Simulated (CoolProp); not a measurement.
Vapour-liquid equilibrium of o-xylene (1) + n-nonane (2) at 19.65 °C; x and y are mole fractions of (1).

Computed with CoolProp (multi-fluid Helmholtz-energy mixture model, Zhou 2012 and Lemmon 2006; pair parameters Bell 2016).

**Question.** Give the bubble pressure and the first vapour's composition at x = 0.25, 0.35, 0.75. Is there an azeotrope?

**Answer.** x = 0.25: 0.0005111 MPa, y = 0.388; x = 0.35: 0.0005426 MPa, y = 0.492; x = 0.75: 0.0006269 MPa, y = 0.800. No azeotrope shows between x = 0.05 and 0.95.

Pair parameters are fitted to limited data, so mixtures are less certain than the pure fluids.
